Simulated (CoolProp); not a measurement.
Properties of 1,2-dichloroethane along the isobar 23.1 MPa.

Model: reference Helmholtz-energy equation of state, Thol 2015, in CoolProp.

```json
[
 {"T (°C)": "134.45", "phase": "liquid", "Z": "…", "cp (kJ/(kg K))": "…"},
 {"T (°C)": "143.65", "phase": "liquid", "Z": "…", "cp (kJ/(kg K))": "1.388"},
 {"T (°C)": "152.95", "phase": "liquid", "Z": "…", "cp (kJ/(kg K))": "…"},
 {"T (°C)": "162.15", "phase": "liquid", "Z": "0.5878", "cp (kJ/(kg K))": "1.408"},
 {"T (°C)": "171.45", "phase": "liquid", "Z": "0.5832", "cp (kJ/(kg K))": "…"},
 {"T (°C)": "180.65", "phase": "liquid", "Z": "…", "cp (kJ/(kg K))": "1.429"},
 {"T (°C)": "189.85", "phase": "liquid", "Z": "…", "cp (kJ/(kg K))": "1.439"},
 {"T (°C)": "199.15", "phase": "liquid", "Z": "0.5724", "cp (kJ/(kg K))": "1.450"},
 {"T (°C)": "208.35", "phase": "liquid", "Z": "0.5697", "cp (kJ/(kg K))": "1.461"},
 {"T (°C)": "217.65", "phase": "liquid", "Z": "0.5674", "cp (kJ/(kg K))": "1.472"},
 {"T (°C)": "226.85", "phase": "liquid", "Z": "0.5656", "cp (kJ/(kg K))": "1.484"}
]
```

Q: Some entries are withheld; supply them.

A: 
- 134.45, Z: 0.6045
- 134.45, cp (kJ/(kg K)): 1.379
- 143.65, Z: 0.5985
- 152.95, Z: 0.5929
- 152.95, cp (kJ/(kg K)): 1.398
- 171.45, cp (kJ/(kg K)): 1.419
- 180.65, Z: 0.5792
- 189.85, Z: 0.5756
